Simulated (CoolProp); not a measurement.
CF4 (R14) along the isobar 4.3 MPa: Z from the reference equation and from simpler models built on Tc = 227.4 K, pc = 3.762 MPa, ω = 0.178; each cubic takes its own stable root.

The numbers come from the reference Helmholtz-energy equation of state, Platzer 1990 in CoolProp. This equation is an older, rougher fit; its heat capacities, sound speeds and derivatives of the liquid may be far off and weren't checked against measurements.

```
T (K)          phase  reference
-----  -------------  ---------
198.5         liquid     0.1767
209.1         liquid     0.1804
219.8         liquid     0.1913
230.4  supercritical     0.2504
241    supercritical     0.5584
251.7  supercritical     0.6618
262.3  supercritical     0.7251
272.9  supercritical     0.7708
283.6  supercritical     0.8064
294.2  supercritical     0.8347
304.8  supercritical     0.8580
315.5  supercritical     0.8778
326.1  supercritical     0.8945
336.8  supercritical     0.9090
```

How far does each simpler model (Redlich-Kwong, Soave-Redlich-Kwong) lie from the reference over these 14 states: mean and median of the absolute difference, and the worst?


- Redlich-Kwong: mean 5.2 %, median 2.4 %, worst +15.3 % at 219.8 K and 4.3 MPa
- Soave-Redlich-Kwong: mean 4.2 %, median 1.3 %, worst +18.4 % at 230.4 K and 4.3 MPa
